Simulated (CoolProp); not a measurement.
R125 at 293.15 K and 1.86 MPa flows at 0.92 m/s in a round tube of 10 mm bore and 0.25 µm roughness, fully developed (64/Re and Nu = 3.66 if laminar; Colebrook and Gnielinski if turbulent). Each further row changes one setting.

Computed with CoolProp (reference Helmholtz-energy equation of state, Lemmon 2005).

```tsv
case	Reynolds number	Darcy friction factor	pressure drop (Pa/m)	heat-transfer coefficient (W/(m² K))	mass flow (kg/h)
as stated	72400	0.0194	?	?	?
velocity 1.84 m/s	145000	0.0168	?	?	?
diameter 20 mm	145000	0.0168	435	?	1280
```

Question: What belongs in the gaps?

Answer: 
- as stated, pressure drop (Pa/m): 1010
- as stated, heat-transfer coefficient (W/(m² K)): 2040
- as stated, mass flow (kg/h): 319
- velocity 1.84 m/s, pressure drop (Pa/m): 3500
- velocity 1.84 m/s, heat-transfer coefficient (W/(m² K)): 3680
- velocity 1.84 m/s, mass flow (kg/h): 638
- diameter 20 mm, heat-transfer coefficient (W/(m² K)): 1830

Viscosity comes from a separate model (Huber 2006). Thermal conductivity comes from a separate model (Perkins 2006).
